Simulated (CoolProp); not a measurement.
A simple Rankine cycle with n-butane: condensing at 310.15 K, boiler at 2.81 MPa, turbine inlet 446.9 K, turbine efficiency 0.75, pump efficiency 0.6, no recuperator. Each further row changes one setting.

Model: reference Helmholtz-energy equation of state, Bücker 2006, in CoolProp.

```
case                             thermal efficiency (%)  net work (kJ/kg)  heat in (kJ/kg)  turbine exit temperature (K)  volume ratio over the turbine
-------------------------------  ----------------------  ----------------  ---------------  ----------------------------  -----------------------------
as stated                                           ___              72.6              578                         388.1                           9.02
turbine inlet 466.9 K                               ___              79.1              633                         410.7                           8.67
condensing temperature 302.15 K                    13.6              81.5              ___                         383.1                            ___
boiler pressure 1.97 MPa                            ___              65.8              601                         402.1                           5.88
turbine efficiency 0.65                             ___              62.0              578                           ___                            ___
```

**Question.** Some entries are withheld; supply them.

**Answer.** 
- as stated, thermal efficiency (%): 12.6
- turbine inlet 466.9 K, thermal efficiency (%): 12.5
- condensing temperature 302.15 K, heat in (kJ/kg): 597
- condensing temperature 302.15 K, volume ratio over the turbine: 11.4
- boiler pressure 1.97 MPa, thermal efficiency (%): 10.9
- turbine efficiency 0.65, thermal efficiency (%): 10.7
- turbine efficiency 0.65, turbine exit temperature (K): 393.1
- turbine efficiency 0.65, volume ratio over the turbine: 9.16
